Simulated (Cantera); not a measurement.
A closed system holds: 1 mol SiCl4, 0.078 mol Cl2, 37 mol N2, equilibrated at 1550 K and 0.130 bar.

Method: chemical equilibrium by Gibbs-energy minimisation in Cantera with the NASA 1993 tables (ideal gas, pure condensed phases). Candidate condensed phases: Si, Si3N4; 13 gas species. The tables' values for SiCl3 are old estimates; treat these amounts as uncertain. Equilibrium is a limit: real reactors are often held back by kinetics, nucleation or transport.

Base state: N2 0.970, SiCl4 0.0259, Cl 0.00379, Cl2 0.000285, SiCl3 0.000260 (mole fractions); condensed: gas only.

**Question.** What changes in the equilibrium state with this change: temperature from 1550 K to 1398 K?

**Answer.** 
```tsv
species	before	after
N2	0.970	0.971
SiCl4	0.0259	0.0262
Cl	0.00379	0.00232
Cl2	0.000285	0.000894
SiCl3	0.000260	1.57e-5
```
